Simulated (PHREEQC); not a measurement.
Make-up at 25 °C: 4.1 mol/kgw NaBr, 0.32 mol/kgw KCl and 2.2e-05 mol/kgw H4SiO4. Closed to the air; pH follows from the charge balance.

Computed with PHREEQC (Pitzer model, pitzer.dat).

Precipitation was switched off in this run.

Q: What pH does the model give?

A: pH 6.34.

Complexes and solids missing from the database can't appear. In brines, pH and single-ion activities rest on the MacInnes convention.
